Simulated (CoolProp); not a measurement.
Saturation properties of R1132(E) (Tc = 348.8 K, pc = 5.174 MPa, ω = 0.245).

Values from CoolProp's reference Helmholtz-energy equation of state, Akasaka 2024.

```json
[
 {"T (K)": "253.5", "p (MPa)": "0.4205", "liquid density (kg/m³)": "1059", "vapour density (kg/m³)": "14.05"},
 {"T (K)": "257.7", "p (MPa)": "0.4892", "liquid density (kg/m³)": "1048", "vapour density (kg/m³)": "16.25"},
 {"T (K)": "261.8", "p (MPa)": "0.5641", "liquid density (kg/m³)": "1036", "vapour density (kg/m³)": "18.66"},
 {"T (K)": "265.9", "p (MPa)": "0.6472", "liquid density (kg/m³)": "1024", "vapour density (kg/m³)": "21.35"},
 {"T (K)": "270.1", "p (MPa)": "0.7416", "liquid density (kg/m³)": "1012", "vapour density (kg/m³)": "24.42"},
 {"T (K)": "274.2", "p (MPa)": "0.8433", "liquid density (kg/m³)": "999.0", "vapour density (kg/m³)": "27.75"},
 {"T (K)": "278.3", "p (MPa)": "0.9549", "liquid density (kg/m³)": "986.0", "vapour density (kg/m³)": "31.44"},
 {"T (K)": "282.5", "p (MPa)": "1.080", "liquid density (kg/m³)": "972.3", "vapour density (kg/m³)": "35.65"},
 {"T (K)": "286.6", "p (MPa)": "1.214", "liquid density (kg/m³)": "958.5", "vapour density (kg/m³)": "40.21"},
 {"T (K)": "290.8", "p (MPa)": "1.364", "liquid density (kg/m³)": "943.8", "vapour density (kg/m³)": "45.40"},
 {"T (K)": "294.9", "p (MPa)": "1.522", "liquid density (kg/m³)": "928.8", "vapour density (kg/m³)": "51.03"},
 {"T (K)": "299", "p (MPa)": "1.694", "liquid density (kg/m³)": "913.2", "vapour density (kg/m³)": "57.30"},
 {"T (K)": "303.2", "p (MPa)": "1.885", "liquid density (kg/m³)": "896.4", "vapour density (kg/m³)": "64.46"},
 {"T (K)": "307.3", "p (MPa)": "2.085", "liquid density (kg/m³)": "879.2", "vapour density (kg/m³)": "72.29"}
]
```
